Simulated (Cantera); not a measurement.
What does this Cantera script print?

```python
import numpy as np
import cantera as ct

gas = ct.Solution("gri30.yaml")
gas.TPX = 1323, 1333, {'N2O': 1, 'N2': 0.18}
inlet = ct.Reservoir(gas, clone=True)

reactor = ct.IdealGasConstPressureReactor(gas, energy="off", clone=False)
exhaust = ct.Reservoir(gas, clone=True)
tau = [22, 6.9, 2.2, 0.69, 0.22, 0.069, 0.022, 0.007, 0.0022, 0.0007, 0.00022][0]
for a, b in ((inlet, reactor), (reactor, exhaust)):
    ct.MassFlowController(a, b, mdot=lambda t: reactor.mass / tau)
net = ct.ReactorNet([reactor])
show = ['N2O', 'NO2', 'O', 'O2', 'NO']

rows = []
print(f"{'tau/s':>10s}{'T/K':>9s}" + "".join(f"{s:>11s}" for s in show))
for tau in [22, 6.9, 2.2, 0.69, 0.22, 0.069, 0.022, 0.007, 0.0022, 0.0007, 0.00022]:
    net.initial_time = 0.0
    net.advance(30 * tau)
    before = gas.X
    net.advance(40 * tau)
    drift = np.max(np.abs(gas.X - before) / (gas.X + 1e-9))
    rows.append([gas.T, *gas[show].X, drift])
    print(f"{tau:10.3e}{gas.T:9.1f}" + "".join(f"{x:11.3e}" for x in gas[show].X))
```

It prints:

```
     tau/s      T/K        N2O        NO2          O         O2         NO
 2.200e+01   1323.0  2.718e-01  1.356e-05  1.018e-05  1.701e-01  6.415e-02
 6.900e+00   1323.0  5.086e-01  6.404e-06  1.024e-05  1.001e-01  3.787e-02
 2.200e+00   1323.0  6.989e-01  2.182e-06  1.026e-05  4.386e-02  1.662e-02
 6.900e-01   1323.0  7.945e-01  5.915e-07  1.026e-05  1.564e-02  5.928e-03
 2.200e-01   1323.0  8.298e-01  1.291e-07  1.025e-05  5.202e-03  1.972e-03
 6.900e-02   1323.0  8.419e-01  2.005e-08  1.022e-05  1.649e-03  6.254e-04
 2.200e-02   1323.0  8.457e-01  2.444e-09  1.011e-05  5.226e-04  1.981e-04
 7.000e-03   1323.0  8.469e-01  2.493e-10  9.773e-06  1.610e-04  6.105e-05
 2.200e-03   1323.0  8.473e-01  2.064e-11  8.838e-06  4.578e-05  1.736e-05
 7.000e-04   1323.0  8.474e-01  1.248e-12  6.803e-06  1.121e-05  4.252e-06
 2.200e-04   1323.0  8.474e-01  4.094e-14  3.917e-06  2.029e-06  7.695e-07
```

Computed with Cantera and GRI-Mech 3.0 (53 species, 325 reactions). GRI-Mech 3.0 was tuned for natural gas; its chemistry of N2O as a main component is partial and can be far from experiment. Radical loss at walls, strong at low pressure, is not modelled. The mechanism lacks the step 2 NO + O2 → 2 NO2, which can matter for NO2 below about 1400 K. The temperature is held fixed by assumption; the heat of reaction is taken as removed at once.
